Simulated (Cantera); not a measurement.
Input: 1 mol toluene, 0.51 mol O2, at 11.0 bar.

Cantera equilibrium calculation (NASA polynomials, part measured and part estimated; ideal gas, pure solids and liquids). Candidate condensed phases: C, C6H6, C7H8, C8H18, H2O; 110 gas species. Rates play no part.

log p: log10 of the partial pressure in bar; n: condensed amount in mol.

```csv
T (K),log p H2,log p CO,log p CH4,log p H2O,log p CO2,log p C2H2 (acetylene),n C(graphite)
1450,0.93,0.35,-0.63,-1.33,(withheld),-4.38,5.90
1525,0.93,0.35,-0.78,-1.56,(withheld),-3.99,5.92
1600,0.94,0.35,-0.92,-1.77,(withheld),-3.63,5.93
1675,0.94,0.35,-1.04,-1.97,(withheld),-3.30,5.94
1750,0.94,0.35,-1.16,-2.14,(withheld),-3.00,5.95
1825,0.94,0.35,-1.27,-2.31,(withheld),-2.73,5.96
1900,0.94,0.35,-1.37,-2.46,(withheld),-2.48,5.96
```

Problem. What belongs in the gaps?

Solution. 
- 1450, log p CO2: -2.28
- 1525, log p CO2: -2.57
- 1600, log p CO2: -2.83
- 1675, log p CO2: -3.07
- 1750, log p CO2: -3.29
- 1825, log p CO2: -3.49
- 1900, log p CO2: -3.67
